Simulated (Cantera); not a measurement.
## Thermodynamics of sublimation and decomposition of ceramics, feed Si3N4 + N2

Input: 1 mol Si3N4, 0.037 mol N2, equilibrated at 0.133 bar.

Cantera equilibrium calculation (NASA polynomials, part measured and part estimated; ideal gas, pure solids and liquids). Candidate condensed phases: Si, Si3N4; 7 gas species. The tables' values for SiN are old estimates; treat these amounts as uncertain. Equilibrium is a limit: real reactors are often held back by kinetics, nucleation or transport.

```csv
T (°C),x N2,x Si,x Si2,x SiN,x Si2N,x Si3,x N,n Si(l)
2277,0.944,0.0514,0.00147,0.00170,0.00146,0.000250,1.22e-6,2.87
2302,0.933,0.0614,0.00182,0.00195,0.00165,0.000307,1.52e-6,2.84
2327,0.920,0.0731,0.00225,0.00223,0.00185,0.000374,1.87e-6,2.81
2352,0.905,0.0867,0.00276,0.00254,0.00207,0.000455,2.30e-6,2.78
2377,0.888,0.103,0.00337,0.00287,0.00231,0.000551,2.80e-6,2.73
2402,0.869,0.121,0.00410,0.00324,0.00257,0.000665,3.40e-6,2.67
2427,0.846,0.142,0.00497,0.00364,0.00284,0.000800,4.09e-6,2.61
2452,0.819,0.166,0.00601,0.00406,0.00313,0.000959,4.91e-6,2.53
2477,0.789,0.194,0.00724,0.00451,0.00342,0.00114,5.84e-6,2.43
2502,0.755,0.227,0.00868,0.00499,0.00373,0.00136,6.91e-6,2.30
2527,0.715,0.263,0.0104,0.00547,0.00403,0.00162,8.11e-6,2.14
2552,0.670,0.305,0.0124,0.00596,0.00433,0.00191,9.43e-6,1.94
2577,0.620,0.352,0.0147,0.00644,0.00461,0.00225,1.09e-5,1.68
2602,0.562,0.406,0.0174,0.00687,0.00485,0.00265,1.23e-5,1.33
```
x: gas mole fraction; n: condensed amount in mol.

From 2277 °C to 2602 °C the condensed part is Si(l). The main Si-bearing gas is Si throughout. The share of Si in condensed phases is highest at 2277 °C (95.7 %) and lowest at 2602 °C (44.4 %).
